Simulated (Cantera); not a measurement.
A closed system holds: 1 mol toluene, 0.47 mol H₂, at 75.0 Torr.

Equilibrium computed with Cantera from the NASA thermochemical tables; the gas is ideal and each condensed phase is pure. Candidate condensed phases: C, C₆H₆, C₇H₈, C₈H₁₈; 76 gas species. Kinetics and transport are ignored.

Q: At 1900 K, list the 4 most abundant gas species with their mole fractions, and the condensed phases.

A: H₂ 0.997, H 0.00251, C₂H₂ (acetylene) 0.000381, CH₄ 5.59e-5. Condensed: C(graphite).
